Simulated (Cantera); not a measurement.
Equilibrium for carbon deposition, reforming and gasification: CH₄ + H₂O

A closed system holds: 1 mol CH₄, 0.2 mol H₂O, equilibrated at 948.15 K and 100 Torr.

Cantera equilibrium calculation (NASA polynomials, part measured and part estimated; ideal gas, pure solids and liquids). Candidate condensed phases: C, C₆H₆, C₇H₈, C₈H₁₈, H₂O; 110 gas species. Rates play no part.

```
Property            Value
--------------  ---------
x(H₂)               0.897
x(CO)              0.0745
x(CH₄)             0.0184
x(H₂O)            0.00861
x(CO₂)            0.00129
n(C(graphite))  0.780 mol
gas amount      2.334 mol
```
